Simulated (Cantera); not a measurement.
Feed: 1 mol borazine, 0.079 mol O₂, held at 2250 K and 53.0 mbar.

Cantera equilibrium calculation (NASA polynomials, part measured and part estimated; ideal gas, pure solids and liquids). Candidate condensed phases: B, BN, B₂O₃, B₃O₃H₃, H₂O; 39 gas species. The feed counts by its element totals alone. Mutual solubility and eutectic melting of coexisting phases are not modelled. The tables' values for BH₂ are old estimates; treat these amounts as uncertain. Gases not in the tables: B₂H₆ and higher boranes. The numbers say what is thermodynamically allowed, not how fast it happens.

Base state: H₂ 0.862, N₂ 0.0611, HBO 0.0303, H 0.0300, BO 0.0123, B₂O₂ 0.00208, BH₂ 0.00144, B₂O 0.000315 (mole fractions); condensed: B(s) + BN(s).

Question: What changes in the equilibrium state with this change: temperature from 2250 K to 1848.15 K?

Answer: 
```csv
species,before,after
H₂,0.862,0.933
HBO,0.0303,0.0325
N₂,0.0611,0.0233
H,0.0300,0.00223
BO,0.0123,0.00131
B,0.000101,1.47e-8
BH,2.18e-5,1.37e-8
B₂O,0.000315,1.15e-6
B₂O₃,9.96e-6,0.00157
BH₂,0.00144,1.53e-5
"B(s), mol",0.246,0
"BN(s), mol",2.59,2.85
```
